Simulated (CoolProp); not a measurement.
Values from CoolProp's reference Helmholtz-energy equation of state, Gao 2022.

Problem. For n-perfluorohexane, give the phase and the density (kg/m³), cv (kJ/(kg K)), Joule-Thomson coefficient (K/MPa), fugacity coefficient at 389.8 K and 1.16 bar; 389.8 K and 6.97 bar; 389.8 K and 8.71 bar.

Solution. 
- 389.8 K and 1.16 bar: gas; density 12.6, cv 0.921, Joule-Thomson coefficient 12.4, fugacity coefficient 0.962
- 389.8 K and 6.97 bar: liquid; density 1360, cv 0.970, Joule-Thomson coefficient 0.241, fugacity coefficient 0.637
- 389.8 K and 8.71 bar: liquid; density 1360, cv 0.970, Joule-Thomson coefficient 0.222, fugacity coefficient 0.517
